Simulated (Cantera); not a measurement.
A Cantera script and what it prints.

```python
import numpy as np
import cantera as ct

gas_names = """
    C CH CH2 CH3 CH2OH CH3O CH4 CH3OH CO CO2 COOH C2 C2H CHCO,ketyl C2H2,acetylene C2H2,vinylidene
    CH2CO,ketene C2H3,vinyl CH3CO,acetyl C2H4 C2H4O,ethylen CH3CHO,ethanal CH3COOH (HCOOH)2 C2H5 C2H6
    CH3OCH3 C2H5OH C2O C3 C3H3,propargyl C3H4,allene C3H4,propyne C3H4,cyclo- C3H5,allyl C3H6,propylene
    C3H6,cyclo- C3H6O C3H7,n-propyl C3H7,i-propyl C3H8 C3H8O,1propanol C3H8O,2propanol C3O2 C4 C4H2
    C4H4,1,3-cyclo- C4H6,butadiene C4H6,2-butyne C4H6,cyclo- C4H8,1-butene C4H8,cis2-buten
    C4H8,tr2-butene C4H8,isobutene C4H8,cyclo- (CH3COOH)2 C4H9,n-butyl C4H9,i-butyl C4H9,s-butyl
    C4H9,t-butyl C4H10,isobutane C4H10,n-butane C5 C5H6,1,3cyclo- C5H8,cyclo- C5H10,1-pentene
    C5H10,cyclo- C5H11,pentyl C5H11,t-pentyl C5H12,n-pentane C5H12,i-pentane CH3C(CH3)2CH3 C6H2
    C6H5,phenyl C6H5O,phenoxy C6H6 C6H5OH,phenol C6H10,cyclo- C6H12,1-hexene C6H12,cyclo- C6H13,n-hexyl
    C7H7,benzyl C7H8 C7H8O,cresol C7H14,1-heptene C7H15,n-heptyl C7H16,n-heptane C8H8,styrene
    C8H10,ethylbenz C8H16,1-octene C8H17,n-octyl C8H18,isooctane C8H18,n-octane C9H19,n-nonyl
    C10H8,naphthale C10H21,n-decyl C12H9,o-bipheny C12H10,bipheny H HCO HO2 H2 HCHO,formaldehy HCOOH H2O
    H2O2 O OH O2 O3 Si SiC SiC2 SiC4H12 SiH SiH2 SiH3 SiH4 SiO SiO2 Si2 Si2C Si3
""".split()
cond_names = """
    C(gr) C6H6(L) C7H8(L) C8H18(L),n-octa H2O(s) H2O(L) Si(cr) Si(L) SiC(b) SiO2(Lqz) SiO2(hqz) SiO2(L)
""".split()


def load(file, names, dense=False):
    # The tables refer to 1 bar. Condensed volumes are neglected.
    table = {s.name: s for s in ct.Species.list_from_file(file)}
    out = []
    for n in names:
        d = dict(table[n].input_data)
        d["thermo"] = dict(d["thermo"], **{"reference-pressure": 1e5})
        if dense:
            d["equation-of-state"] = {"model": "constant-volume", "density": "1e6 g/cm^3"}
        out.append(ct.Species.from_dict(d))
    return out


gas = ct.Solution(thermo="ideal-gas", species=load("nasa_gas.yaml", gas_names))
cond = {s.name: ct.Solution(thermo="fixed-stoichiometry", species=[s], name=s.name)
        for s in load("nasa_condensed.yaml", cond_names, dense=True)}
atoms = {
    'SiC': {'Si': 1, 'C': 1},
    'CO2': {'C': 1, 'O': 2},
    'H2': {'H': 2},
}
top_T = {'C(gr)': 4500, 'SiC(b)': 3050}  # K; cautious upper limits of use, not melting points


def equilibrate(T, P, feed):
    n = {}
    for name, mol in feed.items():
        for a, k in atoms[name].items():
            n[a] = n.get(a, 0.0) + k * mol
    gas.TPX = T, P, n
    mass = sum(n.values()) * gas.mean_molecular_weight
    gas.equilibrate("TP")
    valid = [c for c in cond.values() if c.min_temp <= T <= top_T.get(c.name, c.max_temp)]
    mix = ct.Mixture([(gas, mass / gas.mean_molecular_weight)] + [(c, 0.0) for c in valid])
    mix.T, mix.P = T, P
    mix.equilibrate("TP", solver="vcs", rtol=1e-11, max_steps=5000)
    return mix


results = []
feed = {'SiC': 1, 'CO2': 0.84, 'H2': 3.1}  # mol
P = 100000  # Pa
for T in [950, 1025, 1100, 1175, 1250, 1325, 1400, 1475, 1550, 1625, 1700, 1775]:
    mix = equilibrate(T, P, feed)
    results.append((T, P, feed, dict(zip(mix.species_names, mix.species_moles))))

top = {s: max(r[3][s] / sum(r[3][g] for g in gas_names) for r in results) for s in gas_names}
cols = sorted((s for s in top if top[s] > 1e-06), key=lambda s: -top[s])[:7]
seen = [c for c in cond_names if any(r[3].get(c, 0) > 1e-12 for r in results)]
print("log10 of partial pressures in bar; condensed amounts in mol")
print(f"{'T/K':>10s}" + "".join(f"{s[:9]:>10s}" for s in cols + seen))
for T, P, feed, n in results:
    ng = sum(n[g] for g in gas_names)
    print(f"{T:10.4g}" + "".join(f"{np.log10(max(n[s] / ng * P / 1e5, 1e-99)):10.3f}" for s in cols)
          + "".join(f"{n.get(c, 0):10.4g}" for c in seen))
```

Output:

```
log10 of partial pressures in bar; condensed amounts in mol
       T/K        H2        CO       CH4       SiO         H       H2O C2H2,acet     C(gr)    SiC(b) SiO2(hqz)   SiO2(L)
       950    -0.059    -7.740    -0.894   -12.044    -9.284    -7.829    -9.621     1.329      0.16      0.84         0
      1025    -0.029    -6.516    -1.191   -10.499    -8.375    -7.121    -8.685     1.493      0.16      0.84         0
      1100    -0.015    -5.462    -1.475    -9.169    -7.595    -6.525    -7.890     1.579      0.16      0.84         0
      1175    -0.008    -4.544    -1.734    -8.010    -6.916    -6.012    -7.204     1.624      0.16      0.84         0
      1250    -0.005    -3.738    -1.968    -6.994    -6.318    -5.565    -6.604     1.646    0.1603    0.8397         0
      1325    -0.003    -3.026    -2.180    -6.095    -5.788    -5.172    -6.073     1.655    0.1615    0.8385         0
      1400    -0.004    -2.391    -2.372    -5.294    -5.315    -4.824    -5.602     1.648    0.1663    0.8337         0
      1475    -0.008    -1.823    -2.552    -4.577    -4.891    -4.516    -5.184       1.6    0.1836    0.8163         0
      1550    -0.023    -1.311    -2.737    -3.931    -4.513    -4.251    -4.817     1.436    0.2394    0.7603         0
      1625    -0.067    -0.848    -2.967    -3.346    -4.185    -4.041    -4.516     0.908    0.4155    0.5828         0
      1700    -0.135    -0.576    -3.331    -2.765    -3.899    -3.929    -4.469         0     0.717         0    0.2757
      1775    -0.138    -0.577    -3.706    -2.159    -3.608    -3.853    -4.689         0      0.71         0    0.2604
```

Method: chemical equilibrium by Gibbs-energy minimisation in Cantera with the NASA 1993 tables (ideal gas, pure condensed phases). Mutual solubility and eutectic melting of coexisting phases are not modelled. The tables hold silica as quartz up to 1696 K and as liquid above; real silica turns to tridymite and cristobalite and melts near 1996 K.
